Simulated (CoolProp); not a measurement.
Vapour-liquid equilibrium of R125 (1) + dimethyl ether (2) at 186.9 K; x and y are mole fractions of (1).

Values from CoolProp's multi-fluid Helmholtz-energy mixture model, Lemmon 2005 and Wu 2011; pair parameters Bell 2016.

```json
[
 {"x": "0.05", "bubble pressure (bar)": "0.02504", "y at the bubble point": "0.081", "dew pressure at overall composition x (bar)": "0.02473", "liquid density (mol/L)": "17.47"},
 {"x": "0.2", "bubble pressure (bar)": "0.02836", "y at the bubble point": "0.331", "dew pressure at overall composition x (bar)": "0.02642", "liquid density (mol/L)": "16.85"},
 {"x": "0.35", "bubble pressure (bar)": "0.03402", "y at the bubble point": "0.577", "dew pressure at overall composition x (bar)": "0.02868", "liquid density (mol/L)": "16.24"},
 {"x": "0.5", "bubble pressure (bar)": "0.04335", "y at the bubble point": "0.777", "dew pressure at overall composition x (bar)": "0.03185", "liquid density (mol/L)": "15.65"},
 {"x": "0.65", "bubble pressure (bar)": "0.05721", "y at the bubble point": "0.906", "dew pressure at overall composition x (bar)": "0.03665", "liquid density (mol/L)": "15.06"},
 {"x": "0.8", "bubble pressure (bar)": "0.07483", "y at the bubble point": "0.971", "dew pressure at overall composition x (bar)": "0.04507", "liquid density (mol/L)": "14.48"},
 {"x": "0.95", "bubble pressure (bar)": "0.09269", "y at the bubble point": "0.996", "dew pressure at overall composition x (bar)": "0.06725", "liquid density (mol/L)": "13.90"}
]
```

No azeotrope shows between x = 0.05 and 0.95.

Pair parameters are fitted to limited data, so mixtures are less certain than the pure fluids.
